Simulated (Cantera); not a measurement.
A closed system holds: 1 mol Ta₂O₅, 4.8 mol CH₄, 0.12 mol H₂, equilibrated at 75.0 Torr.

Method: chemical equilibrium by Gibbs-energy minimisation in Cantera with the NASA 1993 tables (ideal gas, pure condensed phases). Candidate condensed phases: C, C₆H₆, C₇H₈, C₈H₁₈, H₂O, Ta, TaC, Ta₂O₅; 113 gas species. Mutual solubility and eutectic melting of coexisting phases are not modelled. TaC: taken at fixed stoichiometry. Condensed phases not in the tables: Ta₂C. Rates play no part.

Over these rows the condensed part is TaC(s) + Ta₂O₅(s). Partial pressures as log10 of bar:

```
T (K)  1000/T (1/K)  log p CH₄  log p H₂  log p CO
-----  ------------  ---------  --------  --------
1250         0.8000      -4.70     -1.13     -1.58
1350         0.7407          ?     -1.13     -1.58
1450         0.6897      -6.18     -1.13     -1.58
1550         0.6452      -6.77     -1.13     -1.58
1650         0.6061      -7.28     -1.13     -1.58
1750         0.5714      -7.74     -1.13     -1.58
```

Fit log p(CH₄) = a + b·(1000/T) to the five rows, give the apparent enthalpy, and predict the row at 1350 K.

Means: 1000/T = 0.6625, log p = -6.534. Sxy = 0.417828, Sxx = 0.0314255, so b = 13.30 and a = -6.534 − (13.30)×0.6625 = -15.34.
Apparent enthalpy: −19.145 × (13.30) = -255 kJ/mol. With the condensed phases at unit activity, 2/7 TaC(s) + 2 H₂(g) + 5/7 CO(g) = CH₄(g) + 1/7 Ta₂O₅(s) links this pressure to the main gases: over the six rows their terms move log p by +0.00 in all, so the slope is close to that reaction's ΔH°. The five rows lie within 0.01 of the line.
Prediction at 1350 K: -15.34 + (13.30)×0.7407 = -5.49. The computed value is -5.49, 0.00 from the line.
